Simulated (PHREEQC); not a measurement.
Dissolve 0.0016 mol AgF, 0.00055 mol NaCl and 0.076 mol Cu(NO3)2 per kg of water at 40 °C. Closed to the air; pH follows from the charge balance.

Computed with PHREEQC (ion-association model, wateq4f.dat).

Precipitation was switched off in this run.

Problem. Estimate the pH.

Solution. pH 4.20.

Problem. In which forms is Cl present?

Solution. Cl- 47 %, AgCl 45 %, CuCl+ 5.9 %, AgCl2- 2.1 % of the Cl.

The solution is supersaturated, for example in Cerargyrite, so a real one may precipitate; this is no full list. Away from 25 °C the constants follow the database's enthalpies or fits; those with neither stay at their 25 °C values.
